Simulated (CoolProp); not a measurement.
Properties of n-heptane along the isotherm 293.25 °C (Tc = 268.1 °C, pc = 27.74 bar, ω = 0.349).

Model: reference Helmholtz-energy equation of state, Span 2003, in CoolProp. It is a short technical equation, of lower accuracy than the large ones.

```csv
p (bar),phase,density (kg/m³),speed of sound (m/s),conductivity (mW/(m K))
6.3,gas,14.43,205.5,43.4
12.6,gas,31.56,188.6,45.9
18.9,gas,53.05,168.7,48.6
25.2,gas,82.67,145.3,51.8
31.5,supercritical,131.3,118.4,56.4
37.8,supercritical,235.3,104.4,62.8
44.1,supercritical,311.3,147.9,64.1
50.4,supercritical,344.6,187.5,66.1
56.7,supercritical,365.5,220.2,68.0
63,supercritical,380.6,248.1,69.7
69.3,supercritical,392.5,272.7,71.1
```

Thermal conductivity comes from a separate model (Assael 2013).
